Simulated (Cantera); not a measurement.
Input: 1 mol FeS2, 130 mol H2, 0.5 mol H2O, at 1 atm.

Equilibrium computed with Cantera from the NASA thermochemical tables; the gas is ideal and each condensed phase is pure. Candidate condensed phases: Fe, FeO, Fe(OH)2, Fe(OH)3, FeS, FeSO4, FeS2, Fe2O3, Fe2(SO4)3, Fe3O4, H2O, H2SO4, S; 22 gas species. FeS: taken at fixed stoichiometry. Rates play no part. All values below are at 1248 K.

Base state: H2 0.989, H2S 0.00766, H2O 0.00383 (mole fractions); condensed: FeS(s).

**Question.** What changes in the equilibrium state with this change: FeS2 replaced by Fe3O4?

**Answer.** 
| species | before | after |
|---|---|---|
| H2 | 0.989 | 0.966 |
| H2O | 0.00383 | 0.0345 |
| H2S | 0.00766 | 0 |
| FeS(s), mol | 1.00 | 0 |
| Fe(γ), mol | 0 | 3.00 |
